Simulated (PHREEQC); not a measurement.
Dissolve 0.29 mol/kgw Cd(NO3)2, 0.0012 mol/kgw NaHF2 and 0.14 mol/kgw KCl at 15 °C. Closed to the air; pH follows from the charge balance.

Computed with PHREEQC (ion-association model, phreeqc.dat).

Problem. The ionic strength comes out as 0.684 mol/kgw. What activity coefficients do F-, CdCl+, Cd+2, CdF+, HF2- get?

Solution. F- 0.61, CdCl+ 0.75, Cd+2 0.32, CdF+ 0.75, HF2- 0.75.

No solid was allowed to form.
